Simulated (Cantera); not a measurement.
A Cantera script and what it prints.

```python
import numpy as np
import cantera as ct

gas_names = """
    CL CL2 H HCL H2 Si SiCL SiCL2 SiCL3 SiCL4 SiH SiHCL3 SiH2 SiH2CL2 SiH3 SiH3CL SiH4 Si2 Si3
""".split()
cond_names = """
    Si(cr) Si(L)
""".split()


def load(file, names, dense=False):
    # The tables refer to 1 bar. Condensed volumes are neglected.
    table = {s.name: s for s in ct.Species.list_from_file(file)}
    out = []
    for n in names:
        d = dict(table[n].input_data)
        d["thermo"] = dict(d["thermo"], **{"reference-pressure": 1e5})
        if dense:
            d["equation-of-state"] = {"model": "constant-volume", "density": "1e6 g/cm^3"}
        out.append(ct.Species.from_dict(d))
    return out


gas = ct.Solution(thermo="ideal-gas", species=load("nasa_gas.yaml", gas_names))
cond = {s.name: ct.Solution(thermo="fixed-stoichiometry", species=[s], name=s.name)
        for s in load("nasa_condensed.yaml", cond_names, dense=True)}
atoms = {
    'SiCl4': {'Si': 1, 'CL': 4},
    'H2': {'H': 2},
}
top_T = {}  # K; cautious upper limits of use, not melting points


def equilibrate(T, P, feed):
    n = {}
    for name, mol in feed.items():
        for a, k in atoms[name].items():
            n[a] = n.get(a, 0.0) + k * mol
    gas.TPX = T, P, n
    mass = sum(n.values()) * gas.mean_molecular_weight
    gas.equilibrate("TP")
    valid = [c for c in cond.values() if c.min_temp <= T <= top_T.get(c.name, c.max_temp)]
    mix = ct.Mixture([(gas, mass / gas.mean_molecular_weight)] + [(c, 0.0) for c in valid])
    mix.T, mix.P = T, P
    mix.equilibrate("TP", solver="vcs", rtol=1e-11, max_steps=5000)
    return mix


results = []
feed = {'SiCl4': 1, 'H2': 1.9}  # mol
T = 575  # K
P = 101325  # Pa
mix = equilibrate(T, P, feed)
results.append((T, P, feed, dict(zip(mix.species_names, mix.species_moles))))
print(gas.report(threshold=1e-05))
for i in range(1, mix.n_phases):
    print(f"{mix.phase(i).name:16s} {mix.phase_moles(i):12.5e} mol")
```

Output:

```
       temperature   575 K
          pressure   1.0132e+05 Pa
           density   1.2696 kg/m^3
  mean mol. weight   59.902 kg/kmol
   phase of matter   gas

                          1 kg             1 kmol
                     ---------------   ---------------
          enthalpy        -3.569e+06       -2.1379e+08  J
   internal energy       -3.6488e+06       -2.1857e+08  J
           entropy            4002.7        2.3977e+05  J/K
    Gibbs function       -5.8705e+06       -3.5166e+08  J
 heat capacity c_p             908.1             54397  J/K
 heat capacity c_v            769.29             46082  J/K

                      mass frac. Y      mole frac. X     chem. pot. / RT
                     ---------------   ---------------   ---------------
               HCL         0.0011108         0.0018251           -48.695
                H2          0.021988           0.65335           -16.744
             SiCL4           0.97278             0.343            -181.5
            SiHCL3         0.0041246         0.0018242           -149.55
     [  +15 minor]        7.6123e-07        4.5055e-07

Si(cr)            0.00000e+00 mol
```

Method: chemical equilibrium by Gibbs-energy minimisation in Cantera with the NASA 1993 tables (ideal gas, pure condensed phases).
